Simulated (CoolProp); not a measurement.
Vapour-liquid equilibrium of methanol (1) + m-xylene (2) at 0.215 MPa; x and y are mole fractions of (1).

Model: multi-fluid Helmholtz-energy mixture model, de Reuck 1993 and Zhou 2012; pair parameters Bell 2016, in CoolProp.

```json
[
 {"x": "0.05", "bubble temperature, mixture model (K)": "399.8", "bubble temperature, Raoult's law (K)": "426.6", "y, mixture model": "0.662", "y, Raoult's law": "0.352"},
 {"x": "0.15", "bubble temperature, mixture model (K)": "373.4", "bubble temperature, Raoult's law (K)": "407.1", "y, mixture model": "0.856", "y, Raoult's law": "0.651"},
 {"x": "0.25", "bubble temperature, mixture model (K)": "?", "bubble temperature, Raoult's law (K)": "394.9", "y, mixture model": "0.890", "y, Raoult's law": "0.783"},
 {"x": "0.35", "bubble temperature, mixture model (K)": "364.2", "bubble temperature, Raoult's law (K)": "386.2", "y, mixture model": "0.900", "y, Raoult's law": "0.856"},
 {"x": "0.45", "bubble temperature, mixture model (K)": "363.4", "bubble temperature, Raoult's law (K)": "379.5", "y, mixture model": "?", "y, Raoult's law": "0.901"},
 {"x": "0.55", "bubble temperature, mixture model (K)": "?", "bubble temperature, Raoult's law (K)": "374.1", "y, mixture model": "0.907", "y, Raoult's law": "0.933"},
 {"x": "0.65", "bubble temperature, mixture model (K)": "362.3", "bubble temperature, Raoult's law (K)": "369.6", "y, mixture model": "0.912", "y, Raoult's law": "0.955"},
 {"x": "0.75", "bubble temperature, mixture model (K)": "361.4", "bubble temperature, Raoult's law (K)": "365.7", "y, mixture model": "0.922", "y, Raoult's law": "0.972"},
 {"x": "0.85", "bubble temperature, mixture model (K)": "360.1", "bubble temperature, Raoult's law (K)": "362.4", "y, mixture model": "0.941", "y, Raoult's law": "0.985"},
 {"x": "0.95", "bubble temperature, mixture model (K)": "358.7", "bubble temperature, Raoult's law (K)": "359.4", "y, mixture model": "0.975", "y, Raoult's law": "0.996"}
]
```

Task: What belongs in the gaps?

Result: 
- 0.25, bubble temperature, mixture model (K): 366.4
- 0.45, y, mixture model: 0.904
- 0.55, bubble temperature, mixture model (K): 362.9

The largest gap from Raoult's law is -33.7 K in bubble temperature, at x = 0.15. No azeotrope shows between x = 0.05 and 0.95.

The pair parameters rest on a limited set of measurements; away from them the model extrapolates. With so large a gap from Raoult's law the liquid may split in two, which this calculation doesn't test in full.
